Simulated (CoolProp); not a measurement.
Carbon dioxide at several states: fugacity coefficient from the reference equation and from simpler models built on Tc = 31.0 °C, pc = 73.77 bar, ω = 0.224; each cubic takes its own stable root.

Values from CoolProp's reference Helmholtz-energy equation of state, Span 1996.

```json
[
 {"T (°C)": "70.75", "p (bar)": "26.8", "phase": "gas", "reference": "0.9191"},
 {"T (°C)": "227.85", "p (bar)": "85.9", "phase": "supercritical", "reference": "0.9424"},
 {"T (°C)": "343.65", "p (bar)": "14", "phase": "gas", "reference": "0.9970"},
 {"T (°C)": "633.95", "p (bar)": "364", "phase": "supercritical", "reference": "1.076"},
 {"T (°C)": "247.35", "p (bar)": "24.5", "phase": "gas", "reference": "0.9854"},
 {"T (°C)": "582.15", "p (bar)": "1.19", "phase": "gas", "reference": "1.000"}
]
```

Q: How far does each simpler model (Redlich-Kwong, Soave-Redlich-Kwong, Peng-Robinson) lie from the reference over these 6 states: mean and median of the absolute difference, and the worst?

A: 
- Redlich-Kwong: mean 1.3 %, median 0.5 %, worst -4.6 % at 633.95 °C and 364 bar
- Soave-Redlich-Kwong: mean 1.1 %, median 0.4 %, worst +3.9 % at 633.95 °C and 364 bar
- Peng-Robinson: mean 0.4 %, median 0.3 %, worst -1.0 % at 70.75 °C and 26.8 bar
